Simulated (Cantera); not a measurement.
**Thermodynamics of silicon nitride deposition, feed SiCl4 + NH3 + H2**

Input: 1 mol SiCl4, 27 mol NH3, 14 mol H2, held at 1750 °C and 33.0 mbar.

These are equilibrium values from Cantera (NASA tables, ideal gas, pure condensed phases), not measurements of a reactor. Candidate condensed phases: NH4Cl, Si, Si3N4; 28 gas species. The tables' values for SiCl, SiN, SiCl3 are old estimates; treat these amounts as uncertain. Gases not in the tables: Si2H6 and higher silanes. The numbers say what is thermodynamically allowed, not how fast it happens.

```yaml
x(H2): 0.747
x(N2): 0.192
x(HCl): 0.0439
x(H): 0.00904
x(SiCl2): 0.00601
x(Si): 0.00173
x(SiCl): 0.000424
x(Cl): 0.000395
x(SiH): 0.000174
n(Si(l)): 0.393 mol
gas_amount: 70.48 mol
```
